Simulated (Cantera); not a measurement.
A perfectly stirred reactor is fed with 23.7 % H2, 64.1 % O2, 12.2 % N2, at 10.00 Torr; it is held at 1275 K, and followed from long to short residence time.

Computed with Cantera and GRI-Mech 3.0 (53 species, 325 reactions). Radical loss at walls, strong at low pressure, is not modelled. The temperature is held fixed by assumption; the heat of reaction is taken as removed at once.

Task: Predict: x(H2) at τ = 0.410 s; x(O2) at τ = 0.410 s; x(OH) at τ = 0.410 s; x(O) at τ = 0.410 s; x(H2) at τ = 40.0 ms; x(O2) at τ = 40.0 ms; x(OH) at τ = 40.0 ms; x(O) at τ = 40.0 ms.

Result: 
| Quantity | Result |
|---|---|
| x(H2) at τ = 0.410 s | 0.00176 |
| x(O2) at τ = 0.410 s | 0.586 |
| x(OH) at τ = 0.410 s | 0.00452 |
| x(O) at τ = 0.410 s | 0.00648 |
| x(H2) at τ = 40.0 ms | 0.00700 |
| x(O2) at τ = 40.0 ms | 0.566 |
| x(OH) at τ = 40.0 ms | 0.00903 |
| x(O) at τ = 40.0 ms | 0.0267 |
